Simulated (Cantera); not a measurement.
Input: 1 mol Al(CH3)3, 68 mol NH3, 13 mol N2, equilibrated at 1350 °C and 5.10 mbar.

Equilibrium computed with Cantera from the NASA thermochemical tables; the gas is ideal and each condensed phase is pure. Candidate condensed phases: Al, AlN, C, C6H6, C7H8, C8H18; 97 gas species. The feed counts by its element totals alone. Equilibrium is a limit: real reactors are often held back by kinetics, nucleation or transport.

Base state: H2 0.695, N2 0.303, HCN 0.00108, H 0.000808, HNC 2.64e-5, C2H2 (acetylene) 2.42e-5, Al 1.48e-5 (mole fractions); condensed: AlN(s) + C(graphite).

**Question.** What changes in the equilibrium state with this change: pressure from 5.10 mbar to 3.20 mbar?

**Answer.** 
```csv
species,before,after
H2,0.695,0.695
N2,0.303,0.303
HCN,0.00108,0.00108
H,0.000808,0.00102
Al,1.48e-5,2.98e-5
C2H2 (acetylene),2.42e-5,2.42e-5
HNC,2.64e-5,2.64e-5
"AlN(s), mol",0.998,0.995
"C(graphite), mol",2.82,2.82
```
